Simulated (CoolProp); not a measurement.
Vapour-liquid equilibrium of methanol (1) + benzene (2) at 0.842 MPa; x and y are mole fractions of (1).

Model: multi-fluid Helmholtz-energy mixture model, de Reuck 1993 and Thol 2012; pair parameters Bell 2016, in CoolProp.

```csv
x,"bubble temperature, mixture model (K)","bubble temperature, Raoult's law (K)","y, mixture model","y, Raoult's law"
0.05,(withheld),438.2,0.225,0.117
0.2,411.4,428.9,(withheld),0.379
0.35,(withheld),421.9,(withheld),0.562
0.5,(withheld),416.3,0.638,0.700
0.65,402.0,411.6,0.701,0.810
0.8,401.6,407.7,(withheld),0.900
0.95,402.5,404.2,0.938,0.977
```

Some entries are withheld; supply them.


- 0.05, bubble temperature, mixture model (K): 428.6
- 0.2, y, mixture model: 0.489
- 0.35, bubble temperature, mixture model (K): 405.8
- 0.35, y, mixture model: 0.580
- 0.5, bubble temperature, mixture model (K): 403.4
- 0.8, y, mixture model: 0.794

The largest gap from Raoult's law is -17.5 K in bubble temperature, at x = 0.2. y crosses x between x = 0.65 and 0.8: the model has an azeotrope there.

The pair parameters rest on a limited set of measurements; away from them the model extrapolates.
